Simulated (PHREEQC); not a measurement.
Make-up at 40 °C: 0.042 mol/kgw Na3PO4. Closed to the air; pH follows from the charge balance.

All values are PHREEQC results (ion-association model, phreeqc.dat), not measurements.

Question: The ionic strength comes out as 0.216 mol/kgw. What activity coefficients do OH-, HPO4-2, PO4-3, Na+, NaHPO4- get?

Answer: OH- 0.70, HPO4-2 0.28, PO4-3 0.044, Na+ 0.74, NaHPO4- 0.74.

Precipitation was switched off in this run. Complexes and solids missing from the database can't appear. Away from 25 °C the constants follow the database's enthalpies or fits; those with neither stay at their 25 °C values.
